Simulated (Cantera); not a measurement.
Input: 1 mol Al(CH3)3, 17 mol O2, 50 mol N2, at 1327 °C and 0.0170 bar.

Cantera equilibrium calculation (NASA polynomials, part measured and part estimated; ideal gas, pure solids and liquids). Candidate condensed phases: Al, AlN, Al2O3, C, C6H6, C7H8, C8H18, H2O; 148 gas species. The feed counts by its element totals alone. Rates play no part.

Base state: N2 0.729, O2 0.160, H2O 0.0655, CO2 0.0438, NO 0.00162, OH 0.000370, O 4.44e-5, CO 1.68e-5 (mole fractions); condensed: Al2O3(s).

Q: What changes in the equilibrium state with this change: temperature from 1327 °C to 527 °C?

A: 
```
species          before    after
-------------  --------  -------
N2                0.729    0.730
O2                0.160    0.161
H2O              0.0655   0.0657
NO              0.00162  1.69e-6
CO2              0.0438   0.0438
OH             0.000370  1.83e-9
O               4.44e-5    <1e-9
CO              1.68e-5    <1e-9
Al2O3(s), mol     0.500    0.500
```
